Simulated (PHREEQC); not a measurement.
0.011 g of hydrous ferric oxide (600 m²/g; 0.2 weak and 0.005 strong sites per Fe, Dzombak-Morel constants, diffuse double layer) in 1 kg of water with 0.05 mol/kgw of an inert sodium salt, at 25 °C; the pH is set by adding NaOH or the inert anion's acid. Oxygen alone is held at its pressure in air (log pO2 = -0.68). The system is closed to CO2. Precipitation was switched off in this run.

Model: ion-association model, wateq4f.dat, run in PHREEQC.

### Question
Predict surface charge σ (C/m²), surface potential ψ (mV) at pH = 3.38, 4.12, 6, 8.62.

### Answer
```json
[
 {"pH": "3.38", "surface charge σ (C/m²)": "0.342", "surface potential ψ (mV)": "167"},
 {"pH": "4.12", "surface charge σ (C/m²)": "0.281", "surface potential ψ (mV)": "158"},
 {"pH": "6", "surface charge σ (C/m²)": "0.089", "surface potential ψ (mV)": "99"},
 {"pH": "8.62", "surface charge σ (C/m²)": "-0.014", "surface potential ψ (mV)": "-26"}
]
```

The oxide is taken as insoluble; below pH 4 it would dissolve.
